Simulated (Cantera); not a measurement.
What does this Cantera script print?

```python
import numpy as np
import cantera as ct

gas_names = [...]  # 62 gases of nasa_gas.yaml made of B, F, H, N, O
cond_names = """
    B(b) B(L) BN(s) B2O3(L) B3O3H3(cr) H2O(s) H2O(L)
""".split()


# ... load() reads the species with a 1 bar reference pressure and builds the phases ...
atoms = {
    'BN': {'B': 1, 'N': 1},
    'H2O': {'H': 2, 'O': 1},
    'N2': {'N': 2},
    'NF3': {'N': 1, 'F': 3},
}
top_T = {'BN(s)': 3200}  # K; cautious upper limits of use, not melting points


# ... equilibrate(T, P, feed) seeds the gas with the atoms and calls Mixture.equilibrate('TP', solver="vcs", rtol=1e-11, max_steps=5000) ...
results = []
T = 1575  # K
P = 133.322  # Pa
for m in [0.81, 1.6, 2.4, 3.2, 4, 4.8, 5.6, 6.3]:
    feed = {'BN': 1, 'H2O': 0.91, 'N2': 30, 'NF3': m}  # mol
    mix = equilibrate(T, P, feed)
    results.append((T, P, feed, dict(zip(mix.species_names, mix.species_moles))))
    x = sorted(zip(gas.X, gas.species_names), reverse=True)
    print(f"T = {T:g} K  P = {P:g} Pa  n(NF3) = {m:g} mol  gas = {mix.phase_moles(0):.4g} mol")
    print("   x: " + "  ".join(f"{s} {v:.3e}" for v, s in x if v > 1e-05))
    print("   condensed (mol): " + ("  ".join(f"{mix.phase(i).name} {mix.phase_moles(i):.4g}"
          for i in range(1, mix.n_phases) if mix.phase_moles(i) > 1e-12) or "none"))
```

Output:

```
T = 1575 K  P = 133.322 Pa  n(NF3) = 0.81 mol  gas = 33.44 mol
   x: N2 9.242e-01  HF 3.726e-02  BOF 2.711e-02  H2 8.454e-03  BF3 2.748e-03  H 1.046e-04  H2O 6.779e-05  BF2 2.728e-05  HBO2 1.741e-05
   condensed (mol): none
T = 1575 K  P = 133.322 Pa  n(NF3) = 1.6 mol  gas = 34.58 mol
   x: N2 9.050e-01  HF 5.264e-02  BF3 2.854e-02  O2 1.272e-02  NO 4.577e-04  BOF 3.813e-04  F 1.862e-04  O 3.307e-05
   condensed (mol): none
T = 1575 K  P = 133.322 Pa  n(NF3) = 2.4 mol  gas = 37.36 mol
   x: N2 8.484e-01  F 6.371e-02  HF 4.872e-02  BF3 2.677e-02  O2 1.195e-02  NO 4.295e-04  O 3.205e-05
   condensed (mol): none
T = 1575 K  P = 133.322 Pa  n(NF3) = 3.2 mol  gas = 40.16 mol
   x: N2 7.992e-01  F 1.190e-01  HF 4.532e-02  BF3 2.490e-02  O2 1.111e-02  NO 4.020e-04  O 3.091e-05
   condensed (mol): none
T = 1575 K  P = 133.322 Pa  n(NF3) = 4 mol  gas = 42.96 mol
   x: N2 7.564e-01  F 1.671e-01  HF 4.237e-02  BF3 2.328e-02  O2 1.039e-02  NO 3.781e-04  O 2.988e-05
   condensed (mol): none
T = 1575 K  P = 133.322 Pa  n(NF3) = 4.8 mol  gas = 45.76 mol
   x: N2 7.189e-01  F 2.094e-01  HF 3.978e-02  BF3 2.186e-02  O2 9.751e-03  NO 3.572e-04  O 2.895e-05
   condensed (mol): none
T = 1575 K  P = 133.322 Pa  n(NF3) = 5.6 mol  gas = 48.56 mol
   x: N2 6.856e-01  F 2.467e-01  HF 3.748e-02  BF3 2.060e-02  O2 9.187e-03  NO 3.386e-04  O 2.810e-05
   condensed (mol): none
T = 1575 K  P = 133.322 Pa  n(NF3) = 6.3 mol  gas = 51.01 mol
   x: N2 6.596e-01  F 2.760e-01  HF 3.568e-02  BF3 1.961e-02  O2 8.745e-03  NO 3.240e-04  O 2.742e-05
   condensed (mol): none
```

Cantera equilibrium calculation (NASA polynomials, part measured and part estimated; ideal gas, pure solids and liquids). The tables' values for BF2 are old estimates; treat these amounts as uncertain.
